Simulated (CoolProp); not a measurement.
Vapour-liquid equilibrium of n-heptane (1) + n-dodecane (2) at 0.017 MPa; x and y are mole fractions of (1).

Values from CoolProp's multi-fluid Helmholtz-energy mixture model, Span 2003 and Lemmon 2004; pair parameters Bell 2016.

```csv
x,"bubble temperature, mixture model (K)","bubble temperature, Raoult's law (K)","y, mixture model","y, Raoult's law"
0.05,402.7,399.8,(withheld),0.640
0.125,379.1,377.1,(withheld),0.875
0.2,(withheld),363.7,0.937,0.940
0.275,354.5,354.5,0.966,0.966
0.35,347.2,347.7,(withheld),0.979
0.425,341.7,342.4,0.987,0.986
0.5,(withheld),338.1,0.991,0.991
0.575,(withheld),334.4,0.994,0.994
0.65,330.7,331.2,0.996,0.996
0.725,(withheld),328.5,0.997,0.997
0.8,325.8,326.0,0.998,0.998
0.875,323.8,323.8,0.999,0.999
0.95,321.8,321.8,1.000,1.000
```

Question: What belongs in the gaps?

Answer: 
- 0.05, y, mixture model: 0.592
- 0.125, y, mixture model: 0.860
- 0.2, bubble temperature, mixture model (K): 364.4
- 0.35, y, mixture model: 0.980
- 0.5, bubble temperature, mixture model (K): 337.3
- 0.575, bubble temperature, mixture model (K): 333.7
- 0.725, bubble temperature, mixture model (K): 328.1

The largest gap from Raoult's law is +2.9 K in bubble temperature, at x = 0.05. No azeotrope shows between x = 0.05 and 0.95.

The pair parameters rest on a limited set of measurements; away from them the model extrapolates. The gap from Raoult's law changes sign with composition, which may be real or a fault of the pair parameters; it wasn't checked against measurements.
